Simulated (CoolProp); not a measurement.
Vapour-liquid equilibrium of R22 (1) + cyclohexane (2) at 339.4 K; x and y are mole fractions of (1).

Computed with CoolProp (multi-fluid Helmholtz-energy mixture model, Kamei 1995 and Zhou 2014; pair parameters Bell 2016).

```
x     bubble pressure, mixture model (MPa)  bubble pressure, Raoult's law (MPa)  y, mixture model  y, Raoult's law
----  ------------------------------------  -----------------------------------  ----------------  ---------------
0.05                                0.3025                               0.1996             0.783            0.695
0.15                                0.7151                               0.4705             0.905            0.884
0.25                                 1.047                               0.7414             0.934            0.935
0.35                                 1.310                                1.012             0.947            0.959
0.45                                 1.523                                1.283             0.955            0.972
0.55                                 1.707                                1.554             0.961            0.981
0.65                                 1.882                                1.825             0.967            0.988
0.75                                 2.070                                2.096             0.973            0.992
0.85                                 2.296                                2.367             0.980            0.996
0.95                                 2.588                                2.638             0.992            0.999
```

The largest gap from Raoult's law is +52.0 % in bubble pressure, at x = 0.15. No azeotrope shows between x = 0.05 and 0.95.

The pair parameters rest on a limited set of measurements; away from them the model extrapolates. The gap from Raoult's law changes sign with composition, which may be real or a fault of the pair parameters; it wasn't checked against measurements. With so large a gap from Raoult's law the liquid may split in two, which this calculation doesn't test in full.
